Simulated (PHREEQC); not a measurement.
# Reverse-osmosis reject (model solution)

A made-up water analysis in mmol/kgw, 25 °C, pH 6.92:

```csv
constituent,mmol/kgw
Na,167
K,1.46
Ca,1.81
Mg,2.81
Cl,164
S(6),9.72
Alkalinity (meq/kgw),0.368
Si,1.5
```

Valence states are taken as typed.

The numbers come from PHREEQC with the Pitzer model, pitzer.dat.

Each row changes one thing in this solution. No solid was allowed to form.

| case | HCO3- (mol/kgw) | CO2 (mol/kgw) | H3SiO4- (mol/kgw) | CO3-2 (mol/kgw) | MgCO3 (mol/kgw) | HSO4- (mol/kgw) | SI of SiO2(a) (SiO2) | SI of Gypsum (CaSO4:2H2O) |
|---|---|---|---|---|---|---|---|---|
| as made | 0.000364 | 7.56e-5 | 2.85e-6 | 4.77e-7 | 7.99e-8 | 3.32e-8 | -0.15 | -1.38 |
| S(6) from 9.72 to 19.4 mmol/kgw | 0.000364 | 7.37e-5 | 2.87e-6 | 4.82e-7 | 7.28e-8 | 6.49e-8 | -0.15 | -1.13 |
| Alkalinity from 0.368 to 0.184 mmol/kgw | 0.000181 | 3.75e-5 | 2.85e-6 | ___ | ___ | 3.32e-8 | -0.15 | -1.38 |
| pH from 6.92 to 7.22 at the same alkalinity | 0.000360 | 3.75e-5 | 5.68e-6 | ___ | ___ | 1.67e-8 | -0.15 | -1.38 |

Task: Some entries are withheld; supply them.

Result: 
- Alkalinity from 0.368 to 0.184 mmol/kgw, CO3-2 (mol/kgw): 2.36e-7
- Alkalinity from 0.368 to 0.184 mmol/kgw, MgCO3 (mol/kgw): 3.97e-8
- pH from 6.92 to 7.22 at the same alkalinity, CO3-2 (mol/kgw): 9.40e-7
- pH from 6.92 to 7.22 at the same alkalinity, MgCO3 (mol/kgw): 1.58e-7
